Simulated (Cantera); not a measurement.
Input: 1 mol BCl3, 0.1 mol O2, a varied amount of H2, at 825 K and 38.3 Torr.

Equilibrium computed with Cantera from the NASA thermochemical tables; the gas is ideal and each condensed phase is pure. Candidate condensed phases: B, B2O3, B3O3H3, H2O; 33 gas species. Gases not in the tables: BHCl2. Kinetics and transport are ignored.

Q: At 15 mol H2, list the 5 most abundant gas species with their mole fractions, and the condensed phases.

A: H2 0.919, BCl3 0.0493, HCl 0.0277, B3O3Cl3 0.00366, B3O3H3 0.000491. Condensed: B(s).
